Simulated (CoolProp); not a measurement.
A closed Brayton cycle with carbon dioxide: compressor inlet 320.15 K and 9.2 MPa, high pressure 17.2 MPa, turbine inlet 835 K, compressor efficiency 0.85, turbine efficiency 0.9, recuperator effectiveness 0.9 (on enthalpy, no pinch check). Each further row changes one setting.

The numbers come from the reference Helmholtz-energy equation of state, Span 1996 in CoolProp.

| case | thermal efficiency (%) | net work (kJ/kg) | compressor to turbine work | compressor exit (K) | turbine exit (K) |
|---|---|---|---|---|---|
| as stated | 29.8 | 62.2 | 0.27 | 362.3 | 758.5 |
| turbine inlet 785 K | ? | 56.6 | 0.29 | 362.3 | 711.3 |
| compressor inlet 330.15 K | 29.5 | 56.2 | 0.34 | ? | 758.5 |
| high pressure 14.6 MPa | 26.3 | ? | 0.26 | 351.1 | ? |
| recuperator effectiveness 0.5 | 15.6 | 62.2 | 0.27 | 362.3 | 758.5 |

Fill in the missing entries.


- turbine inlet 785 K, thermal efficiency (%): 28.6
- compressor inlet 330.15 K, compressor exit (K): 380.7
- high pressure 14.6 MPa, net work (kJ/kg): 47.5
- high pressure 14.6 MPa, turbine exit (K): 778.2
